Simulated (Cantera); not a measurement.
Input: 1 mol TiCl₄, 0.17 mol H₂O, equilibrated at 1527 °C and 0.100 bar.

Equilibrium computed with Cantera from the NASA thermochemical tables; the gas is ideal and each condensed phase is pure. Candidate condensed phases: H₂O, Ti, TiCl₂, TiCl₃, TiCl₄, TiO, TiO₂, Ti₂O₃, Ti₃O₅, Ti₄O₇; 23 gas species. The tables' values for TiCl₂ are old estimates; treat these amounts as uncertain. Kinetics and transport are ignored.

Base state: TiCl₄ 0.631, HCl 0.256, TiCl₃ 0.0568, Cl 0.0515, Cl₂ 0.00266, TiOCl₂ 0.00186, H₂O 2.88e-5, TiCl₂ 2.80e-5 (mole fractions); condensed: TiO₂(rutile).

Task: What changes in the equilibrium state with this change: H₂O from 0.17 to 15 mol?

Result: 
| species | before | after |
|---|---|---|
| H₂O | 2.88e-5 | 0.759 |
| HCl | 0.256 | 0.231 |
| H₂ | 1.85e-5 | 0.00405 |
| TiCl₄ | 0.631 | <1e-9 |
| TiCl₃ | 0.0568 | <1e-9 |
| Cl | 0.0515 | 0.00315 |
| TiOCl₂ | 0.00186 | 5.76e-8 |
| TiCl₂ | 2.80e-5 | <1e-9 |
| O₂ | 7.01e-8 | 0.00102 |
| OH | 5.00e-7 | 0.000892 |
| TiO₂(rutile), mol | 0.0837 | 1.000 |
Gases not in the tables: TiO(OH)₂.
